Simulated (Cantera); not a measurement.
Input: 1 mol HMDSO, 0.45 mol O₂, held at 1973.15 K and 100 Torr.

These are equilibrium values from Cantera (NASA tables, ideal gas, pure condensed phases), not measurements of a reactor. Candidate condensed phases: C, C₆H₆, C₇H₈, C₈H₁₈, H₂O, Si, SiC, SiO₂; 123 gas species. The feed counts by its element totals alone. The numbers say what is thermodynamically allowed, not how fast it happens.

Base state: H₂ 0.822, CO 0.173, H 0.00335, SiO 0.00151, C₂H₂ (acetylene) 0.000527, CH₄ 4.11e-5, Si 1.18e-5 (mole fractions); condensed: C(graphite) + SiC(s).

Q: What changes in the equilibrium state with this change: O₂ from 0.45 to 26 mol?

A: 
```json
[
 {"species": "O₂", "before": "<1e-9", "after": "0.480"},
 {"species": "H₂O", "before": "2.47e-6", "after": "0.306"},
 {"species": "CO₂", "before": "1.16e-7", "after": "0.205"},
 {"species": "H₂", "before": "0.822", "after": "0.000284"},
 {"species": "CO", "before": "0.173", "after": "0.000856"},
 {"species": "SiO", "before": "0.00151", "after": "3.28e-7"},
 {"species": "OH", "before": "<1e-9", "after": "0.00638"},
 {"species": "O", "before": "<1e-9", "after": "0.00103"},
 {"species": "C₂H₂ (acetylene)", "before": "0.000527", "after": "<1e-9"},
 {"species": "C(graphite), mol", "before": "2.12", "after": "0"},
 {"species": "SiC(s), mol", "before": "1.98", "after": "0"},
 {"species": "SiO₂(condensed), mol", "before": "0", "after": "2.00"}
]
```
The tables hold silica as quartz up to 1696 K and as liquid above; real silica turns to tridymite and cristobalite and melts near 1996 K. Gases not in the tables: Si(OH)₄.
